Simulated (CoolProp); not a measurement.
200 sccm (0 °C, 1 atm) of nitrogen bubbles through liquid hexamethyldisiloxane (MM) at 333 K and leaves saturated at a total pressure of 0.15 MPa (ideal gas phase). Each further row changes one setting.

Model: reference Helmholtz-energy equation of state, Thol 2016, in CoolProp.

```json
[
 {"case": "as stated", "vapour pressure (kPa)": "26.0", "mole fraction of vapour": "0.174", "delivery (mg/min)": "?", "delivery (sccm)": "42.0", "change of delivery for a bath 1 K warmer (%)": "4.8"},
 {"case": "bath temperature 338 K", "vapour pressure (kPa)": "31.4", "mole fraction of vapour": "?", "delivery (mg/min)": "384", "delivery (sccm)": "?", "change of delivery for a bath 1 K warmer (%)": "4.8"},
 {"case": "total pressure 0.3 MPa", "vapour pressure (kPa)": "26.0", "mole fraction of vapour": "?", "delivery (mg/min)": "138", "delivery (sccm)": "?", "change of delivery for a bath 1 K warmer (%)": "4.3"}
]
```

### Question
What belongs in the gaps?

### Answer

- as stated, delivery (mg/min): 304
- bath temperature 338 K, mole fraction of vapour: 0.210
- bath temperature 338 K, delivery (sccm): 53.0
- total pressure 0.3 MPa, mole fraction of vapour: 0.0868
- total pressure 0.3 MPa, delivery (sccm): 19.0
